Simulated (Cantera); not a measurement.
What does this Cantera script print?

```python
import numpy as np
import cantera as ct

gas_names = """
    CL CL2 H HCL H2 N NH NH2 NH3 N2 N2H2 N2H4 Si SiCL SiCL2 SiCL3 SiCL4 SiH SiHCL3 SiH2 SiH2CL2 SiH3
    SiH3CL SiH4 SiN Si2 Si2N Si3
""".split()
cond_names = """
    NH4CL(a) NH4CL(b) Si(cr) Si(L) Si3N4(a)
""".split()


def load(file, names, dense=False):
    # The tables refer to 1 bar. Condensed volumes are neglected.
    table = {s.name: s for s in ct.Species.list_from_file(file)}
    out = []
    for n in names:
        d = dict(table[n].input_data)
        d["thermo"] = dict(d["thermo"], **{"reference-pressure": 1e5})
        if dense:
            d["equation-of-state"] = {"model": "constant-volume", "density": "1e6 g/cm^3"}
        out.append(ct.Species.from_dict(d))
    return out


gas = ct.Solution(thermo="ideal-gas", species=load("nasa_gas.yaml", gas_names))
cond = {s.name: ct.Solution(thermo="fixed-stoichiometry", species=[s], name=s.name)
        for s in load("nasa_condensed.yaml", cond_names, dense=True)}
atoms = {
    'SiH2Cl2': {'Si': 1, 'H': 2, 'CL': 2},
    'N2': {'N': 2},
}
top_T = {'Si3N4(a)': 2400}  # K; cautious upper limits of use, not melting points


def equilibrate(T, P, feed):
    n = {}
    for name, mol in feed.items():
        for a, k in atoms[name].items():
            n[a] = n.get(a, 0.0) + k * mol
    gas.TPX = T, P, n
    mass = sum(n.values()) * gas.mean_molecular_weight
    gas.equilibrate("TP")
    valid = [c for c in cond.values() if c.min_temp <= T <= top_T.get(c.name, c.max_temp)]
    mix = ct.Mixture([(gas, mass / gas.mean_molecular_weight)] + [(c, 0.0) for c in valid])
    mix.T, mix.P = T, P
    mix.equilibrate("TP", solver="vcs", rtol=1e-11, max_steps=5000)
    return mix


results = []
feed = {'SiH2Cl2': 1, 'N2': 24}  # mol
T = 1223  # K
for P in [5, 17, 59, 210, 710, 2400, 8400, 29000, 100000]:
    mix = equilibrate(T, P, feed)
    results.append((T, P, feed, dict(zip(mix.species_names, mix.species_moles))))
    x = sorted(zip(gas.X, gas.species_names), reverse=True)
    print(f"T = {T:g} K  P = {P:g} Pa  gas = {mix.phase_moles(0):.4g} mol")
    print("   x: " + "  ".join(f"{s} {v:.3e}" for v, s in x if v > 1e-06))
    print("   condensed (mol): " + ("  ".join(f"{mix.phase(i).name} {mix.phase_moles(i):.4g}"
          for i in range(1, mix.n_phases) if mix.phase_moles(i) > 1e-12) or "none"))
```

Output:

```
T = 1223 K  P = 5 Pa  gas = 25.48 mol
   x: N2 9.224e-01  HCL 5.704e-02  H2 1.073e-02  SiCL2 8.536e-03  SiCL3 7.509e-04  SiCL4 5.266e-04  CL 2.017e-05  H 4.404e-06  SiHCL3 3.057e-06
   condensed (mol): Si3N4(a) 0.25
T = 1223 K  P = 17 Pa  gas = 25.41 mol
   x: N2 9.231e-01  HCL 6.044e-02  H2 9.132e-03  SiCL2 4.976e-03  SiCL4 1.377e-03  SiCL3 9.270e-04  CL 1.256e-05  SiHCL3 6.420e-06  H 2.204e-06
   condensed (mol): Si3N4(a) 0.2716
T = 1223 K  P = 59 Pa  gas = 25.36 mol
   x: N2 9.241e-01  HCL 6.155e-02  H2 8.659e-03  SiCL4 2.491e-03  SiCL2 2.372e-03  SiCL3 8.610e-04  SiHCL3 1.082e-05  CL 7.052e-06  H 1.152e-06
   condensed (mol): Si3N4(a) 0.2849
T = 1223 K  P = 210 Pa  gas = 25.32 mol
   x: N2 9.248e-01  HCL 6.111e-02  H2 8.925e-03  SiCL4 3.479e-03  SiCL2 9.730e-04  SiCL3 6.516e-04  SiHCL3 1.568e-05  CL 3.656e-06
   condensed (mol): Si3N4(a) 0.2901
T = 1223 K  P = 710 Pa  gas = 25.31 mol
   x: N2 9.254e-01  HCL 5.993e-02  H2 9.540e-03  SiCL4 4.225e-03  SiCL3 4.537e-04  SiCL2 3.885e-04  SiHCL3 2.076e-05  CL 1.886e-06
   condensed (mol): Si3N4(a) 0.2904
T = 1223 K  P = 2400 Pa  gas = 25.3 mol
   x: N2 9.260e-01  HCL 5.836e-02  H2 1.034e-02  SiCL4 4.853e-03  SiCL3 3.030e-04  SiCL2 1.509e-04  SiHCL3 2.653e-05
   condensed (mol): Si3N4(a) 0.2884
T = 1223 K  P = 8400 Pa  gas = 25.29 mol
   x: N2 9.265e-01  HCL 5.651e-02  H2 1.127e-02  SiCL4 5.444e-03  SiCL3 1.960e-04  SiCL2 5.625e-05  SiHCL3 3.352e-05
   condensed (mol): Si3N4(a) 0.285
T = 1223 K  P = 29000 Pa  gas = 25.28 mol
   x: N2 9.270e-01  HCL 5.452e-02  H2 1.227e-02  SiCL4 6.011e-03  SiCL3 1.260e-04  SiHCL3 4.177e-05  SiCL2 2.104e-05
   condensed (mol): Si3N4(a) 0.2811
T = 1223 K  P = 100000 Pa  gas = 25.28 mol
   x: N2 9.275e-01  HCL 5.241e-02  H2 1.333e-02  SiCL4 6.575e-03  SiCL3 8.042e-05  SiHCL3 5.161e-05  SiCL2 7.843e-06
   condensed (mol): Si3N4(a) 0.2768
```

These are equilibrium values from Cantera (NASA tables, ideal gas, pure condensed phases), not measurements of a reactor. N2 is the only nitrogen source here; it is nearly inert below about 1500 K, so the nitride shown seldom forms there in practice. The tables' values for SiCl3 are old estimates; treat these amounts as uncertain.
